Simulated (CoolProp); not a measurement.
Vapour-liquid equilibrium of R134a (1) + R124 (2) at 265 K; x and y are mole fractions of (1).

Computed with CoolProp (multi-fluid Helmholtz-energy mixture model, Tillner-Roth 1994 and de Vries 1995; pair parameters Bell 2016).

```
x     bubble pressure (MPa)  y at the bubble point  dew pressure at overall composition x (MPa)  liquid density (mol/L)
----  ---------------------  ---------------------  -------------------------------------------  ----------------------
0.05             (withheld)                  0.097                                       0.1219                   10.80
0.2                  0.1434                  0.328                                       0.1328                   11.08
0.35             (withheld)                  0.500                                   (withheld)              (withheld)
0.5              (withheld)                  0.638                                       0.1599                   11.70
0.65                 0.1884                  0.756                                       0.1762                   12.04
0.8                  0.2008                  0.862                                       0.1936                   12.41
0.95                 0.2121             (withheld)                                       0.2105                   12.81
```

Problem. Some entries are withheld; supply them.

Solution. 
- 0.05, bubble pressure (MPa): 0.1251
- 0.35, bubble pressure (MPa): 0.1600
- 0.35, dew pressure at overall composition x (MPa): 0.1454
- 0.35, liquid density (mol/L): 11.38
- 0.5, bubble pressure (MPa): 0.1749
- 0.95, y at the bubble point: 0.965

No azeotrope shows between x = 0.05 and 0.95.

Pair parameters are fitted to limited data, so mixtures are less certain than the pure fluids.
